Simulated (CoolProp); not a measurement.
The numbers come from the reference Helmholtz-energy equation of state, Polt 1992 in CoolProp. This equation is an older, rougher fit; its heat capacities, sound speeds and derivatives of the liquid may be far off and weren't checked against measurements.

Task: Give the vapour pressure (kPa), vapour Z, surface tension (mN/m) of saturated cyclopropane at 328.3, 351 K.

Result: 
```json
[
 {"T (K)": "328.3", "p (kPa)": "1510", "vapour Z": "0.787", "surface tension (mN/m)": "6.94"},
 {"T (K)": "351", "p (kPa)": "2430", "vapour Z": "0.706", "surface tension (mN/m)": "4.14"}
]
```

Surface tension comes from a separate correlation (Mulero 2014).
